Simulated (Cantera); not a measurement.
Thermodynamics of silicon epitaxy and polysilicon growth, feed Si3H8 + Cl2 + N2

A closed system holds: 1 mol Si3H8, 0.072 mol Cl2, a varied amount of N2, equilibrated at 1325 K and 1.10 bar.

Cantera equilibrium calculation (NASA polynomials, part measured and part estimated; ideal gas, pure solids and liquids). Candidate condensed phases: NH4Cl, Si, Si3N4; 28 gas species. The feed counts by its element totals alone. N2 is the only nitrogen source here; it is nearly inert below about 1500 K, so the nitride shown seldom forms there in practice. The numbers say what is thermodynamically allowed, not how fast it happens.

From 15 mol N2 to 170 mol N2 the condensed part is Si3N4(s).

| n(N2) (mol) | x N2 | x H2 | x HCl | x NH3 | x H | x SiCl2 | n Si3N4(s) |
|---|---|---|---|---|---|---|---|
| 15 | 0.761 | 0.230 | 0.00843 | 1.19e-5 | 7.48e-7 | 9.21e-8 | 1.000 |
| 19 | 0.807 | 0.186 | 0.00683 | 8.94e-6 | 6.73e-7 | 7.18e-8 | 1.000 |
| 25 | 0.850 | 0.145 | 0.00532 | 6.30e-6 | 5.94e-7 | 5.40e-8 | 1.000 |
| 31 | 0.877 | 0.119 | 0.00435 | 4.74e-6 | 5.37e-7 | 4.33e-8 | 1.000 |
| 40 | 0.903 | 0.0934 | 0.00342 | 3.35e-6 | 4.76e-7 | 3.34e-8 | 1.000 |
| 51 | 0.923 | 0.0740 | 0.00271 | 2.39e-6 | 4.24e-7 | 2.61e-8 | 1.000 |
| 65 | 0.939 | 0.0586 | 0.00215 | 1.70e-6 | 3.77e-7 | 2.04e-8 | 1.000 |
| 83 | 0.952 | 0.0462 | 0.00169 | 1.20e-6 | 3.35e-7 | 1.59e-8 | 1.000 |
| 110 | 0.964 | 0.0350 | 0.00128 | 7.97e-7 | 2.92e-7 | 1.20e-8 | 1.000 |
| 130 | 0.969 | 0.0297 | 0.00109 | 6.25e-7 | 2.69e-7 | 1.01e-8 | 1.00 |
| 170 | 0.976 | 0.0228 | 0.000837 | 4.22e-7 | 2.36e-7 | 7.74e-9 | 1.00 |
x: gas mole fraction; n: condensed amount in mol.
